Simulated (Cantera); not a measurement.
A perfectly stirred reactor is fed with 2.63 % H2, 97.4 % O2, at 470 Pa; it is held at 975 K, and followed from long to short residence time.

Computed with Cantera and GRI-Mech 3.0 (53 species, 325 reactions). Radical loss at walls, strong at low pressure, is not modelled.

x: mole fraction; the columns are a selection and need not sum to one.

```tsv
τ (s)	x H2	x O2	x H	x H2O2	x OH
0.53	0.000659	0.968	0.00100	(withheld)	0.000632
0.29	0.000948	0.966	0.00159	(withheld)	0.000781
0.16	0.00137	0.964	0.00237	(withheld)	0.000953
0.092	0.00197	0.963	0.00322	(withheld)	0.00113
0.051	0.00293	0.962	0.00414	(withheld)	0.00134
0.029	0.00434	0.961	0.00481	(withheld)	0.00153
0.016	0.00661	0.962	0.00506	(withheld)	0.00170
0.0089	0.00997	0.963	0.00462	7.60e-8	0.00175
0.0050	0.0146	0.966	0.00338	7.31e-8	0.00158
0.0028	0.0206	0.970	0.00156	(withheld)	0.00103
```

Task: Some entries are withheld; supply them.

Result: 
- 0.53, x H2O2: 2.77e-8
- 0.29, x H2O2: 3.11e-8
- 0.16, x H2O2: 3.55e-8
- 0.092, x H2O2: 4.09e-8
- 0.051, x H2O2: 4.84e-8
- 0.029, x H2O2: 5.74e-8
- 0.016, x H2O2: 6.79e-8
- 0.0028, x H2O2: 4.24e-8
